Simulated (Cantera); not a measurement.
## Transport properties of process gases

Gas mixture: H2O : C2H6 : CH3OH : H2 = 0.31 : 0.72 : 0.28 : 0.94 (molar parts), at 0.608 Torr, frozen composition.

Cantera's kinetic-theory transport with the Lennard-Jones parameters of GRI-Mech 3.0, ideal gas; thermal conductivity in the multicomponent form. Polar gases are described roughly by these parameters. The composition is frozen, though it would react at the higher temperatures.

```csv
T (K),ρ (kg/m³),cp (J/kg/K),μ (µPa s),λ (mW/m/K),Pr,D (cm²/s) CO2,D (cm²/s) H2O,D (cm²/s) H2
400,0.000412,2610,13.4,78.0,0.448,386,552,1320
500,0.000330,2916,16.4,98.8,0.484,587,853,1940
600,0.000275,3201,19.2,120,0.513,820,1210,2660
700,0.000236,3454,21.9,141,0.535,1080,1610,3450
800,0.000206,3673,24.4,163,0.551,1370,2060,4320
900,0.000183,3867,26.8,184,0.563,1690,2550,5270
1000,0.000165,4057,29.1,205,0.575,2030,3090,6290
1100,0.000150,4219,31.3,227,0.583,2400,3660,7380
```
D: mixture-averaged diffusion coefficient of that species in the mixture.
